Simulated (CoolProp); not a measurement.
Properties of CH2F2 (R32) along the isotherm 161.85 °C.

Values from CoolProp's reference Helmholtz-energy equation of state, Tillner-Roth 1997.

```tsv
p (bar)	phase	cp (kJ/(kg K))	cv (kJ/(kg K))	speed of sound (m/s)	viscosity (µPa s)	Prandtl number
9.64	gas	1.086	0.8975	281.3	19.2	0.750
19.3	gas	1.134	0.9122	276.1	19.3	0.750
28.9	gas	1.186	0.9271	271.0	19.4	0.757
38.6	gas	1.246	0.9424	265.9	19.6	0.770
48.2	gas	1.312	0.9578	261.0	19.9	0.788
57.8	gas	1.387	0.9733	256.3	20.2	0.812
67.5	supercritical	1.472	0.9890	251.9	20.6	0.842
77.1	supercritical	1.566	1.004	248.0	21.2	0.877
86.7	supercritical	1.669	1.019	244.8	21.9	0.918
96.4	supercritical	1.782	1.033	242.4	22.8	0.964
106	supercritical	1.898	1.046	241.2	23.9	1.01
116	supercritical	2.017	1.057	241.3	25.2	1.07
125	supercritical	2.114	1.065	242.9	26.7	1.12
135	supercritical	2.203	1.072	246.4	28.5	1.17
145	supercritical	2.266	1.077	251.6	30.5	1.22
```

Viscosity comes from a separate model (Bell 2016), an estimate that may be off by 10 % or more. Thermal conductivity comes from a separate model (Huber 2003), an estimate that may be off by 10 % or more.
